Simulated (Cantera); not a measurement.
Input: 1 mol SiC, 0.016 mol H2, held at 2100 K and 330 Torr.

Cantera equilibrium calculation (NASA polynomials, part measured and part estimated; ideal gas, pure solids and liquids). Candidate condensed phases: C, C6H6, C7H8, C8H18, Si, SiC; 87 gas species. Gases not in the tables: Si2H6 and higher silanes. The numbers say what is thermodynamically allowed, not how fast it happens.

Base state: H2 0.995, H 0.00469, Si 9.95e-5, C2H2 (acetylene) 8.11e-5, SiH2 5.96e-5, SiH 3.57e-5, CH4 3.41e-5 (mole fractions); condensed: SiC(s).

What changes in the equilibrium state with this change: SiC replaced by BN?


```
species            before     after
----------------  -------  --------
H2                  0.995     0.993
H                 0.00469   0.00468
N2                      0   0.00111
BH2                     0  0.000803
Si                9.95e-5         0
C2H2 (acetylene)  8.11e-5         0
SiH2              5.96e-5         0
SiH               3.57e-5         0
CH4               3.41e-5         0
BH3                     0   3.01e-5
SiC(s), mol         1.000         0
BN(s), mol              0     1.000
```
The tables' values for BH2 are old estimates; treat these amounts as uncertain. Gases not in the tables: B2H6 and higher boranes. Further candidate phases: B, BN.
